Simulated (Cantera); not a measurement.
Cantera run:

```python
import numpy as np
import cantera as ct

gas_names = [...]  # 148 gases of nasa_gas.yaml made of Al, C, H, N, O
cond_names = """
    AL(cr) AL(L) ALN(s) AL2O3(a) AL2O3(L) C(gr) C6H6(L) C7H8(L) C8H18(L),n-octa H2O(s) H2O(L)
""".split()


# ... load() reads the species with a 1 bar reference pressure and builds the phases ...
atoms = {
    'Al(CH3)3': {'AL': 1, 'C': 3, 'H': 9},
    'N2O': {'N': 2, 'O': 1},
    'N2': {'N': 2},
}
top_T = {'ALN(s)': 2750, 'C(gr)': 4500}  # K; cautious upper limits of use, not melting points


# ... equilibrate(T, P, feed) seeds the gas with the atoms and calls Mixture.equilibrate('TP', solver="vcs", rtol=1e-11, max_steps=5000) ...
results = []
feed = {'Al(CH3)3': 1, 'N2O': 3.5, 'N2': 570}  # mol
P = 2100  # Pa
for T in [698, 848, 998, 1148, 1298, 1448, 1598, 1748, 1898, 2048, 2198]:
    mix = equilibrate(T, P, feed)
    results.append((T, P, feed, dict(zip(mix.species_names, mix.species_moles))))
    x = sorted(zip(gas.X, gas.species_names), reverse=True)
    print(f"T = {T:g} K  P = {P:g} Pa  gas = {mix.phase_moles(0):.4g} mol")
    print("   x: " + "  ".join(f"{s} {v:.3e}" for v, s in x if v > 0.001))
    print("   condensed (mol): " + ("  ".join(f"{mix.phase(i).name} {mix.phase_moles(i):.4g}"
          for i in range(1, mix.n_phases) if mix.phase_moles(i) > 1e-12) or "none"))
```

It prints:

```
T = 698 K  P = 2100 Pa  gas = 579.6 mol
   x: N2 9.895e-01  H2 7.574e-03  CO 2.304e-03
   condensed (mol): AL2O3(a) 0.5  C(gr) 1.375
T = 848 K  P = 2100 Pa  gas = 580 mol
   x: N2 9.888e-01  H2 7.753e-03  CO 3.433e-03
   condensed (mol): AL2O3(a) 0.5  C(gr) 1.005
T = 998 K  P = 2100 Pa  gas = 580 mol
   x: N2 9.888e-01  H2 7.758e-03  CO 3.448e-03
   condensed (mol): AL2O3(a) 0.5  C(gr) 0.9999
T = 1148 K  P = 2100 Pa  gas = 580 mol
   x: N2 9.888e-01  H2 7.757e-03  CO 3.448e-03
   condensed (mol): AL2O3(a) 0.5  C(gr) 0.9979
T = 1298 K  P = 2100 Pa  gas = 580.7 mol
   x: N2 9.871e-01  H2 7.745e-03  CO 5.158e-03
   condensed (mol): ALN(s) 0.6633  AL2O3(a) 0.1683
T = 1448 K  P = 2100 Pa  gas = 580.7 mol
   x: N2 9.871e-01  H2 7.745e-03  CO 5.163e-03
   condensed (mol): ALN(s) 0.6654  AL2O3(a) 0.1673
T = 1598 K  P = 2100 Pa  gas = 580.7 mol
   x: N2 9.871e-01  H2 7.733e-03  CO 5.165e-03
   condensed (mol): ALN(s) 0.6658  AL2O3(a) 0.167
T = 1748 K  P = 2100 Pa  gas = 580.7 mol
   x: N2 9.870e-01  H2 7.679e-03  CO 5.165e-03
   condensed (mol): ALN(s) 0.6463  AL2O3(a) 0.1659
T = 1898 K  P = 2100 Pa  gas = 581.7 mol
   x: N2 9.858e-01  H2 7.499e-03  CO 5.156e-03
   condensed (mol): AL2O3(a) 0.109
T = 2048 K  P = 2100 Pa  gas = 582 mol
   x: N2 9.854e-01  H2 7.076e-03  CO 5.154e-03  H 1.300e-03
   condensed (mol): AL2O3(a) 0.1139
T = 2198 K  P = 2100 Pa  gas = 582.5 mol
   x: N2 9.845e-01  H2 6.191e-03  CO 5.147e-03  H 3.023e-03
   condensed (mol): AL2O3(a) 0.1125
```

Cantera equilibrium calculation (NASA polynomials, part measured and part estimated; ideal gas, pure solids and liquids). The feed counts by its element totals alone. Mutual solubility and eutectic melting of coexisting phases are not modelled. Condensed phases not in the tables: aluminium oxynitride.
